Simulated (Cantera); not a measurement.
A closed system holds: 1 mol (CH3)2SiCl2, 40 mol H2, equilibrated at 902 °C and 0.00250 bar.

Method: chemical equilibrium by Gibbs-energy minimisation in Cantera with the NASA 1993 tables (ideal gas, pure condensed phases). Candidate condensed phases: C, C6H6, C7H8, C8H18, Si, SiC; 109 gas species. The feed counts by its element totals alone. Rates play no part.

Base state: H2 0.955, HCl 0.0454, CH4 4.36e-5 (mole fractions); condensed: C(graphite) + SiC(s).

What changes in the equilibrium state with this change: temperature from 902 °C to 1927 °C?


| species | before | after |
|---|---|---|
| H2 | 0.955 | 0.834 |
| H | 2.40e-6 | 0.103 |
| HCl | 0.0454 | 0.0377 |
| Si | <1e-9 | 0.0158 |
| SiC2 | <1e-9 | 0.00152 |
| Si2C | <1e-9 | 0.000929 |
| SiCl | <1e-9 | 0.000404 |
| SiH | <1e-9 | 0.000320 |
| C(graphite), mol | 0.998 | 1.57 |
| SiC(s), mol | 1.000 | 0.0346 |
The tables' values for SiCl are old estimates; treat these amounts as uncertain. Gases not in the tables: Si2H6 and higher silanes.
